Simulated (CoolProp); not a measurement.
Values from CoolProp's reference Helmholtz-energy equation of state, Tillner-Roth 1997.

Problem. For CH2F2 (R32), give the phase and the cp (kJ/(kg K)), speed of sound (m/s), Joule-Thomson coefficient (K/MPa), conductivity (mW/(m K)) at 81.85 °C and 1.08 MPa.

Solution. 
- 81.85 °C and 1.08 MPa: gas; cp 1.03, speed of sound 250, Joule-Thomson coefficient 14.1, conductivity 19.8

Thermal conductivity comes from a separate model (Huber 2003), an estimate that may be off by 10 % or more.
